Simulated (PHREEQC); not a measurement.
Dissolve 1.2 mmol/kgw Cu(NO3)2, 5.5 mmol/kgw HBF4 and 0.062 mmol/kgw NaCl at 12 °C. Closed to the air; pH follows from the charge balance.

Equilibrium calculation in PHREEQC: ion-association model, phreeqc.dat.

Precipitation was switched off in this run.

Task: Order these B species by the share of B that they hold, largest first: BF3OH-, BF2(OH)2-, BF4-, H3BO3.

Result: BF4- (75 %), H3BO3 (18 %), BF3OH- (6.0 %), BF2(OH)2- (1.4 %)

Task: Order these F species by the share of F that they hold, largest first: BF4-, F-, BF3OH-, HF, BF2(OH)2-.

Result: BF4- (75 %), HF (16 %), BF3OH- (4.5 %), F- (3.2 %), BF2(OH)2- (0.70 %)

The pH is 2.32 and the ionic strength 0.00889 mol/kgw. Complexes and solids missing from the database can't appear. Constants without temperature data keep their 25 °C values here. Real BF4- forms and hydrolyses slowly; the run takes it at equilibrium.
